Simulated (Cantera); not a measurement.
A closed system holds: 1 mol ZrO₂, 570 mol H₂, 31 mol N₂, held at 2073 K.

Cantera equilibrium calculation (NASA polynomials, part measured and part estimated; ideal gas, pure solids and liquids). Candidate condensed phases: H₂O, Zr, ZrN, ZrO₂; 28 gas species. Mutual solubility and eutectic melting of coexisting phases are not modelled. ZrN: taken at fixed stoichiometry. Condensed phases not in the tables: solid solutions among these carbides, nitrides and lower oxides. Kinetics and transport are ignored.

x: gas mole fraction; n: condensed amount in mol.

```csv
P (Pa),x H₂,x H,x N₂,x H₂O,x ZrO,n ZrO₂(tetragonal),n ZrN(s)
10,0.729,0.225,0.0458,?,5.32e-5,0.963,0
36,0.826,0.126,0.0483,?,2.95e-5,0.981,0
130,0.882,0.0685,0.0498,?,9.95e-6,0.989,0.00487
460,0.912,0.0370,0.0506,?,2.04e-6,0.988,0.0105
1700,0.929,0.0194,0.0511,?,3.98e-7,0.984,0.0155
6000,0.938,0.0104,0.0513,?,8.21e-8,0.978,0.0215
22000,0.943,0.00545,0.0514,?,1.62e-8,0.970,0.0298
77000,0.945,0.00291,0.0515,?,3.38e-9,0.959,0.0408
280000,0.947,0.00153,0.0515,?,6.72e-10,0.944,0.0564
1000000,0.947,0.000810,0.0515,?,1.37e-10,0.922,0.0776
```

What belongs in the gaps?


- 10, x H₂O: 5.11e-5
- 36, x H₂O: 2.90e-5
- 130, x H₂O: 2.54e-5
- 460, x H₂O: 3.62e-5
- 1700, x H₂O: 5.13e-5
- 6000, x H₂O: 7.11e-5
- 22000, x H₂O: 9.89e-5
- 77000, x H₂O: 0.000136
- 280000, x H₂O: 0.000188
- 1000000, x H₂O: 0.000258
